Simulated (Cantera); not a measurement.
A closed system holds: 1 mol Fe, 0.012 mol CO₂, 58 mol H₂, 1.9 mol SO₂, held at 1898.15 K and 1.33 mbar.

Method: chemical equilibrium by Gibbs-energy minimisation in Cantera with the NASA 1993 tables (ideal gas, pure condensed phases). Candidate condensed phases: C, C₆H₆, C₇H₈, C₈H₁₈, Fe, Fe(CO)₅, FeO, Fe(OH)₂, Fe(OH)₃, FeS, FeSO₄, FeS₂, Fe₂O₃, Fe₂(SO₄)₃, Fe₃O₄, H₂O, H₂SO₄, S; 127 gas species. Equilibrium is a limit: real reactors are often held back by kinetics, nucleation or transport.

Base state: H₂ 0.880, H₂O 0.0604, H 0.0201, Fe 0.0165, S₂ 0.00890, SH 0.00499, S 0.00407, H₂S 0.00240 (mole fractions); condensed: gas only.

Task: What changes in the equilibrium state with this change: CO₂ from 0.012 to 0.062 mol?

Result: 
| species | before | after |
|---|---|---|
| H₂ | 0.880 | 0.879 |
| H₂O | 0.0604 | 0.0611 |
| H | 0.0201 | 0.0201 |
| CO | 0.000195 | 0.00100 |
| Fe | 0.0165 | 0.0164 |
| CO₂ | 3.17e-6 | 1.66e-5 |
| SO₂ | 0.000276 | 0.000283 |
